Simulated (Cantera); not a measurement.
An isothermal, constant-pressure homogeneous reactor starts with CO : O₂ : H₂O : N₂ = 0.002 : 0.0075 : 0.00046 : 1 (molar parts), equivalence ratio 0.13, at 1200 K and 0.900 bar.

Detailed kinetics in Cantera: GRI-Mech 3.0 (53 species, 325 reactions).

x: mole fraction; the columns are a selection and need not sum to one.

```
t (s)        x CO     x O₂     x H₂O     x NO₂       x O
--------  -------  -------  --------  --------  --------
9.00e-5   0.00198  0.00743  0.000455    <1e-12  5.86e-11
0.000220  0.00198  0.00743  0.000455    <1e-12  1.42e-10
0.000536  0.00198  0.00743  0.000455    <1e-12  3.47e-10
0.00131   0.00198  0.00743  0.000455    <1e-12  8.83e-10
0.00319   0.00198  0.00743  0.000455    <1e-12   2.83e-9
0.00778   0.00198  0.00743  0.000455    <1e-12   2.14e-8
0.0190    0.00198  0.00742  0.000455    <1e-12   2.19e-6
0.0463          ?  0.00699  0.000442  9.70e-11   6.27e-5
0.113           ?  0.00659  0.000451  7.42e-10   1.74e-5
0.275           ?  0.00647  0.000454   2.39e-9   3.65e-6
0.672           ?  0.00645  0.000455   4.21e-9   6.56e-7
1.64            ?  0.00644  0.000456   3.80e-9   1.19e-7
4.00            ?  0.00644  0.000456   2.19e-9   3.13e-8
```

Problem. What belongs in the gaps?

Solution. 
- 0.0463, x CO: 0.00117
- 0.113, x CO: 0.000319
- 0.275, x CO: 6.48e-5
- 0.672, x CO: 1.02e-5
- 1.64, x CO: 1.26e-6
- 4.00, x CO: 1.08e-7
